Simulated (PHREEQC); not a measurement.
Make-up at 25 °C: 1.3 mmol/kgw HF, 0.053 mmol/kgw H2SiF6, 18 mmol/kgw HBF4 and 0.8 mmol/kgw HCl. Closed to the air; pH follows from the charge balance.

Computed with PHREEQC (ion-association model, phreeqc.dat).

Precipitation was switched off in this run.

Problem. Order these B species by the share of B that they hold, largest first: BF3OH-, BF4-, H3BO3, BF2(OH)2-.

Solution. BF4- (87 %), H3BO3 (8.3 %), BF3OH- (4.1 %), BF2(OH)2- (0.70 %)

Problem. Order these F species by the share of F that they hold, largest first: BF4-, F-, SiF6-2, BF3OH-, HF.

Solution. BF4- (85 %), HF (11 %), BF3OH- (3.0 %), F- (0.51 %), SiF6-2 (0.43 %)

The pH is 1.80 and the ionic strength 0.0179 mol/kgw. SiF6-2 is the database's only silicon fluoride. Real BF4- forms and hydrolyses slowly; the run takes it at equilibrium.
